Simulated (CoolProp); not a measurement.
A Linde-Hampson liquefier for carbon monoxide: isothermal reversible compression at 200 K from 1 atm to 40 MPa, throttling to 1 atm, return gas leaving the recuperator 10 K below the feed. Each further row changes one setting.

Computed with CoolProp (reference Helmholtz-energy equation of state, Lemmon 2006). It is a short technical equation, of lower accuracy than the large ones.

```tsv
case	liquid yield per pass	compression work (kJ/kg of gas)
as stated	0.256	335
high pressure 80 MPa	0.188	402
warm-end temperature 230 K	0.186	399
warm-end gap 15 K	0.244	335
```
